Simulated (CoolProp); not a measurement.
Vapour-liquid equilibrium of carbon dioxide (1) + hydrogen sulfide (2) at 223.3 K; x and y are mole fractions of (1).

Values from CoolProp's multi-fluid Helmholtz-energy mixture model, Span 1996 and Lemmon 2006; pair parameters Kunz 2012.

Task: Give the bubble pressure and the first vapour's composition at x = 0.05, 0.35, 0.65. Is there an azeotrope?

Result: x = 0.05: 2.416 bar, y = 0.332; x = 0.35: 5.077 bar, y = 0.744; x = 0.65: 6.104 bar, y = 0.836. No azeotrope shows between x = 0.05 and 0.95.

Pair parameters are fitted to limited data, so mixtures are less certain than the pure fluids. With so large a gap from Raoult's law the liquid may split in two, which this calculation doesn't test in full.
